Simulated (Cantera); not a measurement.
An isothermal, constant-pressure homogeneous reactor starts with 1.86 % CH4, 98.1 % H2, at 1723 K and 0.00987 atm.

Cantera simulation using GRI-Mech 3.0 (53 species, 325 reactions); the numbers are that mechanism's predictions, not measurements. GRI-Mech 3.0 stops at C3 and has no aromatics, soot or wall deposition, so with more carbon than oxygen in the feed, carbon stays in small species such as C2H2 where larger ones or solid carbon would form. Radical loss at walls, strong at low pressure, is not modelled.

x: mole fraction; the columns are a selection and need not sum to one.

```json
[
 {"t (s)": "4.00e-5", "x CH4": "0.0186", "x H2": "0.981", "x CH3": "1.87e-7", "x CH2": "<1e-12", "x C2H6": "<1e-12"},
 {"t (s)": "0.000139", "x CH4": "0.0186", "x H2": "0.981", "x CH3": "5.30e-7", "x CH2": "<1e-12", "x C2H6": "<1e-12"},
 {"t (s)": "0.000485", "x CH4": "0.0186", "x H2": "0.981", "x CH3": "1.59e-6", "x CH2": "5.43e-12", "x C2H6": "4.90e-12"},
 {"t (s)": "0.00169", "x CH4": "0.0186", "x H2": "0.981", "x CH3": "5.28e-6", "x CH2": "7.17e-11", "x C2H6": "1.40e-10"},
 {"t (s)": "0.00587", "x CH4": "0.0186", "x H2": "0.981", "x CH3": "1.81e-5", "x CH2": "8.90e-10", "x C2H6": "2.80e-9"},
 {"t (s)": "0.0204", "x CH4": "0.0186", "x H2": "0.981", "x CH3": "6.24e-5", "x CH2": "[?]", "x C2H6": "3.64e-8"},
 {"t (s)": "0.0711", "x CH4": "0.0183", "x H2": "0.981", "x CH3": "0.000208", "x CH2": "[?]", "x C2H6": "3.06e-7"},
 {"t (s)": "0.248", "x CH4": "0.0164", "x H2": "0.981", "x CH3": "0.000436", "x CH2": "[?]", "x C2H6": "8.36e-7"},
 {"t (s)": "0.862", "x CH4": "0.0102", "x H2": "0.984", "x CH3": "0.000317", "x CH2": "[?]", "x C2H6": "3.93e-7"},
 {"t (s)": "3.00", "x CH4": "0.00394", "x H2": "0.987", "x CH3": "0.000135", "x CH2": "[?]", "x C2H6": "6.62e-8"}
]
```

### Question
What belongs in the gaps?

### Answer

- 0.0204, x CH2: 1.07e-8
- 0.0711, x CH2: 1.16e-7
- 0.248, x CH2: 5.39e-7
- 0.862, x CH2: 4.72e-7
- 3.00, x CH2: 2.32e-7
